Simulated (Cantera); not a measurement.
# Equilibrium for abatement and gas-phase synthesis: H₂S + O₂ + N₂

Charge: 1 mol H₂S, 0.035 mol O₂, 28 mol N₂, equilibrated at 2502 °C.

Equilibrium computed with Cantera from the NASA thermochemical tables; the gas is ideal and each condensed phase is pure. Candidate condensed phases: H₂O, H₂SO₄, S; 35 gas species. The ideal-gas law is rough above about 30 bar. The numbers say what is thermodynamically allowed, not how fast it happens.

```
P (Pa)     x N₂       x H       x S      x H₂      x S₂
--------  -----  --------  --------  --------  --------
10        0.901    0.0642    0.0321   7.36e-5   6.69e-6
120       0.902    0.0627    0.0317  0.000841   7.83e-5
1400      0.910    0.0511    0.0292   0.00652  0.000774
17000     0.927    0.0250    0.0202    0.0189   0.00449
210000    0.941   0.00833   0.00845    0.0260   0.00973
2500000   0.947   0.00245   0.00272    0.0269    0.0120
30000000  0.951  0.000667  0.000769    0.0238    0.0115
```
x: gas mole fraction; nothing condenses.

From 10.0 Pa to 300 bar nothing is condensed.
